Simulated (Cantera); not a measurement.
A freely propagating, adiabatic, planar premixed flame of H2 : O2 : N2 = 1 : 0.385 : 1.45 (molar parts), unburnt at 675 K and 5.00 bar; mixture-averaged transport, grid criteria slope 0.08 and curve 0.16, no radiation.

Computed with Cantera and the H2/O2 subset of GRI-Mech 3.0, which has no nitrogen chemistry. The hydrogen kinetics of GRI-Mech 3.0 are dated; newer H2 mechanisms differ, most at raised pressure. Burning velocities carry a grid error of a few per cent, more on coarse grids.

x: mole fraction of selected species; z is measured from the peak of heat release.

| z (mm) | T (K) | u (m/s) | x H2 | x O2 | x O | x H2O2 | x H2O | x OH |
|---|---|---|---|---|---|---|---|---|
| -0.181 | 675 | 10.9 | 0.353 | 0.136 | <1e-8 | <1e-8 | <1e-8 | <1e-8 |
| -0.121 | 675 | 10.9 | 0.353 | 0.136 | <1e-8 | <1e-8 | <1e-8 | <1e-8 |
| -0.0906 | 675 | 10.9 | 0.353 | 0.136 | <1e-8 | <1e-8 | 1.24e-8 | <1e-8 |
| -0.0604 | 675 | 10.9 | 0.353 | 0.136 | <1e-8 | <1e-8 | 1.09e-6 | <1e-8 |
| -0.0302 | 704 | 11.3 | 0.345 | 0.136 | 1.31e-5 | 7.81e-6 | 0.00120 | 6.92e-5 |
| -0.0151 | … | 15.0 | 0.304 | 0.129 | 0.000490 | 4.34e-5 | 0.0257 | 0.00124 |
| 0 | … | 21.5 | 0.209 | 0.0896 | 0.00417 | 1.31e-5 | 0.113 | 0.00449 |
| 0.0151 | … | 26.1 | 0.128 | 0.0384 | 0.00717 | 3.81e-6 | 0.207 | 0.0103 |
| 0.0302 | 1932 | 28.4 | 0.0994 | 0.0173 | 0.00722 | 2.36e-6 | 0.245 | 0.0139 |
| 0.0604 | 2099 | 30.5 | 0.0916 | 0.00826 | 0.00588 | 1.39e-6 | 0.264 | 0.0159 |
| 0.121 | 2257 | 32.4 | 0.0918 | 0.00519 | 0.00388 | 8.62e-7 | 0.276 | 0.0153 |
| 0.242 | 2393 | 34.1 | 0.0916 | 0.00301 | 0.00216 | 5.70e-7 | 0.288 | 0.0129 |
| 0.483 | 2495 | 35.2 | 0.0910 | 0.00153 | 0.00105 | 3.70e-7 | 0.297 | 0.00987 |

Fill in the missing entries.


- -0.0151, T (K): 967
- 0, T (K): 1434
- 0.0151, T (K): 1764
